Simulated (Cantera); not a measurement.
# Low-pressure radical oxidation in H2/O2

An isothermal, constant-pressure homogeneous reactor starts with 0.670 % H2, 75.3 % O2, 24.1 % N2, equivalence ratio 0.0044, at 900 K and 0.0118 atm.

Cantera simulation using GRI-Mech 3.0 (53 species, 325 reactions); the numbers are that mechanism's predictions, not measurements. Radical loss at walls, strong at low pressure, is not modelled. Below about 950 K walls govern HO2 and H2O2 in real vessels.

```tsv
t (s)	x H2	x O2	x NO	x HO2	x H2O2	x NO2
0.000200	0.00670	0.753	<1e-12	<1e-12	<1e-12	<1e-12
0.000484	0.00670	0.753	<1e-12	1.03e-12	<1e-12	<1e-12
0.00117	0.00670	0.753	<1e-12	2.53e-12	<1e-12	<1e-12
0.00283	0.00670	0.753	<1e-12	6.30e-12	<1e-12	<1e-12
0.00684	0.00670	0.753	<1e-12	1.72e-11	<1e-12	<1e-12
0.0165	0.00670	0.753	<1e-12	1.36e-10	<1e-12	<1e-12
0.0400	0.00669	0.752	<1e-12	3.35e-7	4.24e-11	<1e-12
0.0967	0.000319	0.750	1.01e-9	2.95e-6	4.81e-8	<1e-12
0.234	2.22e-5	0.751	1.28e-9	9.73e-7	1.26e-8	1.15e-12
0.566	3.55e-6	0.752	1.29e-9	4.14e-7	8.21e-9	2.61e-12
1.37	6.90e-7	0.752	1.29e-9	1.63e-7	5.88e-9	5.37e-12
3.31	1.33e-7	0.752	1.28e-9	5.46e-8	3.58e-9	9.12e-12
8.00	2.39e-8	0.752	1.28e-9	1.62e-8	1.81e-9	1.22e-11
```
x: mole fraction; the columns are a selection and need not sum to one.

Equilibrium at this temperature and pressure: H2 <1e-12, O2 0.752, NO 9.72e-6, HO2 3.52e-11, H2O2 <1e-12, NO2 2.34e-7 (gas phase only).
